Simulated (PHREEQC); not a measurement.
Make-up at 25 °C: 0.0012 mol/kgw CuCl2, 0.00049 mol/kgw HCl and 0.00023 mol/kgw KCl. Closed to the air; pH follows from the charge balance.

The numbers come from PHREEQC with the ion-association model, phreeqc.dat.

```tsv
quantity	before	after
pH	3.34	3.33
ionic strength (mol/kgw)	0.00430	0.00251
SI of Sylvite (KCl)	-7.11	-7.30
```

### Question
What was changed between the two runs?
A. CuCl2 from 0.0012 to 0.0006 mol/kgw
B. 0.00081 mol/kgw NaBF4 added
C. CuCl2 replaced by CdCl2 at the same molality
D. CuCl2 replaced by PbCl2 at the same molality

### Answer
A, CuCl2 from 0.0012 to 0.0006 mol/kgw

This is a speciation only: nothing precipitates in the calculation.
